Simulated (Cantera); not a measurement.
What does this Cantera script print?

```python
import numpy as np
import cantera as ct

gas_names = [...]  # 136 gases of nasa_gas.yaml made of C, H, N, O
cond_names = """
    C(gr) C6H6(L) C7H8(L) C8H18(L),n-octa H2O(s) H2O(L)
""".split()


# ... load() reads the species with a 1 bar reference pressure and builds the phases ...
atoms = {
    'acetone': {'C': 3, 'H': 6, 'O': 1},
    'NH3': {'N': 1, 'H': 3},
    'N2': {'N': 2},
    'H2O': {'H': 2, 'O': 1},
}
top_T = {'C(gr)': 4500}  # K; cautious upper limits of use, not melting points


# ... equilibrate(T, P, feed) seeds the gas with the atoms and calls Mixture.equilibrate('TP', solver="vcs", rtol=1e-11, max_steps=5000) ...
results = []
feed = {'acetone': 1, 'NH3': 0.18, 'N2': 46, 'H2O': 3.9}  # mol
T = 848.15  # K
P = 700  # Pa
mix = equilibrate(T, P, feed)
results.append((T, P, feed, dict(zip(mix.species_names, mix.species_moles))))
print(gas.report(threshold=0.001))
for i in range(1, mix.n_phases):
    print(f"{mix.phase(i).name:16s} {mix.phase_moles(i):12.5e} mol")
```

Output:

```
       temperature   848.15 K
          pressure   700 Pa
           density   0.0025055 kg/m^3
  mean mol. weight   25.241 kg/kmol
   phase of matter   gas

                          1 kg             1 kmol
                     ---------------   ---------------
          enthalpy             77925        1.9669e+06  J
   internal energy       -2.0146e+05        -5.085e+06  J
           entropy             10450        2.6376e+05  J/K
    Gibbs function        -8.785e+06       -2.2174e+08  J
 heat capacity c_p            1269.5             32043  J/K
 heat capacity c_v            940.07             23728  J/K

                      mass frac. Y      mole frac. X     chem. pot. / RT
                     ---------------   ---------------   ---------------
                CO          0.040308          0.036323           -49.141
               CO2          0.029641             0.017           -92.582
                H2         0.0088393           0.11067           -24.275
               H2O          0.011971          0.016772           -67.716
                N2           0.90924           0.81923           -29.617
     [ +131 minor]        7.2818e-07        1.1178e-06

C(gr)             0.00000e+00 mol
```

These are equilibrium values from Cantera (NASA tables, ideal gas, pure condensed phases), not measurements of a reactor. The feed counts by its element totals alone.
